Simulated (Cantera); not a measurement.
## Reactions in the system H-O-Ti

Source: NASA polynomial tables (part measured, part estimated), evaluated in Cantera. Values are per mole of reaction as written; species without (g) are pure solids or liquids, kept so even where they would boil at 1 bar.

8 Ti3O5 + O2(g) = 6 Ti4O7

```csv
T (K),ΔH° (kJ),ΔS° (J/K),ΔG° (kJ),log10 K
300,-753.9,-47.5,-739.7,128.78
1325,-816.9,-234.5,-506.1,19.95
1375,-817.9,-235.3,-494.4,18.78
1425,-819.6,-236.5,-482.6,17.69
1475,-822.0,-238.2,-470.7,16.67
1525,-825.1,-240.2,-458.8,15.71
1575,-828.9,-242.7,-446.7,14.81
1625,-833.4,-245.5,-434.5,13.97
1675,-838.6,-248.6,-422.1,13.16
1725,-844.5,-252.1,-409.6,12.40
1775,-851.2,-255.9,-396.9,11.68
```

2 Ti2O3 + H2(g) = 4 TiO(g) + H2O2(g)

| T (K) | ΔH° (kJ) | ΔS° (J/K) | ΔG° (kJ) | log10 K |
|---|---|---|---|---|
| 300 | 3122.8 | 882.3 | 2858.1 | -497.63 |
| 1325 | 3015.2 | 732.9 | 2044.1 | -80.58 |
| 1375 | 3009.7 | 728.8 | 2007.5 | -76.26 |
| 1425 | 3004.1 | 724.9 | 1971.2 | -72.25 |
| 1475 | 2998.6 | 721.0 | 1935.0 | -68.52 |
| 1525 | 2993.0 | 717.3 | 1899.1 | -65.05 |
| 1575 | 2987.4 | 713.7 | 1863.3 | -61.79 |
| 1625 | 2981.8 | 710.2 | 1827.7 | -58.75 |
| 1675 | 2976.3 | 706.9 | 1792.3 | -55.89 |
| 1725 | 2970.7 | 703.6 | 1757.0 | -53.20 |
| 1775 | 2965.1 | 700.4 | 1721.9 | -50.67 |

4 Ti + 7 O(g) = Ti4O7

```json
[
 {"T (K)": "300", "ΔH° (kJ)": "-5148.9", "ΔS° (J/K)": "-1051.8", "ΔG° (kJ)": "-4833.4", "log10 K": "841.54", "condensed phases": "Ti(α), Ti4O7(s)"},
 {"T (K)": "1325", "ΔH° (kJ)": "-5153.9", "ΔS° (J/K)": "-1060.6", "ΔG° (kJ)": "-3748.6", "log10 K": "147.78", "condensed phases": "Ti(β), Ti4O7(s)"},
 {"T (K)": "1375", "ΔH° (kJ)": "-5152.1", "ΔS° (J/K)": "-1059.3", "ΔG° (kJ)": "-3695.6", "log10 K": "140.39", "condensed phases": "Ti(β), Ti4O7(s)"},
 {"T (K)": "1425", "ΔH° (kJ)": "-5150.4", "ΔS° (J/K)": "-1058.0", "ΔG° (kJ)": "-3642.6", "log10 K": "133.52", "condensed phases": "Ti(β), Ti4O7(s)"},
 {"T (K)": "1475", "ΔH° (kJ)": "-5148.7", "ΔS° (J/K)": "-1056.9", "ΔG° (kJ)": "-3589.8", "log10 K": "127.12", "condensed phases": "Ti(β), Ti4O7(s)"},
 {"T (K)": "1525", "ΔH° (kJ)": "-5147.2", "ΔS° (J/K)": "-1055.9", "ΔG° (kJ)": "-3536.9", "log10 K": "121.15", "condensed phases": "Ti(β), Ti4O7(s)"},
 {"T (K)": "1575", "ΔH° (kJ)": "-5145.8", "ΔS° (J/K)": "-1055.0", "ΔG° (kJ)": "-3484.2", "log10 K": "115.55", "condensed phases": "Ti(β), Ti4O7(s)"},
 {"T (K)": "1625", "ΔH° (kJ)": "-5144.4", "ΔS° (J/K)": "-1054.2", "ΔG° (kJ)": "-3431.4", "log10 K": "110.30", "condensed phases": "Ti(β), Ti4O7(s)"},
 {"T (K)": "1675", "ΔH° (kJ)": "-5143.2", "ΔS° (J/K)": "-1053.4", "ΔG° (kJ)": "-3378.8", "log10 K": "105.36", "condensed phases": "Ti(β), Ti4O7(s)"},
 {"T (K)": "1725", "ΔH° (kJ)": "-5142.1", "ΔS° (J/K)": "-1052.8", "ΔG° (kJ)": "-3326.1", "log10 K": "100.72", "condensed phases": "Ti(β), Ti4O7(s)"},
 {"T (K)": "1775", "ΔH° (kJ)": "-5141.2", "ΔS° (J/K)": "-1052.2", "ΔG° (kJ)": "-3273.5", "log10 K": "96.33", "condensed phases": "Ti(β), Ti4O7(s)"}
]
```
